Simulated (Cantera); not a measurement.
Charge: 1 mol Fe, 1.2 mol CO₂, 49 mol N₂, held at 1325 K and 4.50 mbar.

Equilibrium computed with Cantera from the NASA thermochemical tables; the gas is ideal and each condensed phase is pure. Candidate condensed phases: C, Fe, Fe(CO)₅, FeO, Fe₂O₃, Fe₃O₄; 27 gas species. The tables' stoichiometric FeO is somewhat more stable than real wüstite, so its field is too wide. FeO: taken at fixed stoichiometry. Kinetics and transport are ignored.

Base state: N₂ 0.976, CO 0.0199, CO₂ 0.00398 (mole fractions); condensed: FeO(s).

Question: What changes in the equilibrium state with this change: Fe replaced by Si?

Answer: 
```tsv
species	before	after
N₂	0.976	0.976
CO	0.0199	0.0240
SiO	0	1.47e-5
CO₂	0.00398	1.07e-6
FeO(s), mol	1.000	0
SiO₂(β-quartz), mol	0	0.466
Si₂N₂O(s), mol	0	0.266
```
N₂ is the only nitrogen source here; it is nearly inert below about 1500 K, so the nitride shown seldom forms there in practice. Mutual solubility and eutectic melting of coexisting phases are not modelled. The tables hold silica as quartz up to 1696 K and as liquid above; real silica turns to tridymite and cristobalite and melts near 1996 K. Further candidate phases: Si, SiC, SiO₂, Si₂N₂O, Si₃N₄.
